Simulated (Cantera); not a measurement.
A closed system holds: 1 mol Ca(OH)2, 0.4 mol H2, 0.027 mol H2O, at 577 °C and 0.00530 bar.

Cantera equilibrium calculation (NASA polynomials, part measured and part estimated; ideal gas, pure solids and liquids). Candidate condensed phases: Ca, CaO, Ca(OH)2, H2O; 14 gas species. The numbers say what is thermodynamically allowed, not how fast it happens.

Base state: H2O 0.720, H2 0.280 (mole fractions); condensed: CaO(s).

### Question
What changes in the equilibrium state with this change: temperature from 577 °C to 1577 °C?

### Answer
| species | before | after |
|---|---|---|
| H2O | 0.720 | 0.717 |
| H2 | 0.280 | 0.278 |
| H | <1e-9 | 0.00390 |
| Ca(OH)2 | <1e-9 | 2.06e-5 |
| OH | <1e-9 | 0.000744 |
| CaO(s), mol | 1.00 | 1.000 |

### Question
What changes in the equilibrium state with this change: temperature from 577 °C to 1825 °C?

### Answer
| species | before | after |
|---|---|---|
| H2O | 0.720 | 0.701 |
| H2 | 0.280 | 0.270 |
| H | <1e-9 | 0.0219 |
| Ca(OH)2 | <1e-9 | 0.000148 |
| OH | <1e-9 | 0.00677 |
| O2 | <1e-9 | 0.000435 |
| O | <1e-9 | 0.000393 |
| CaO(s), mol | 1.00 | 1.000 |
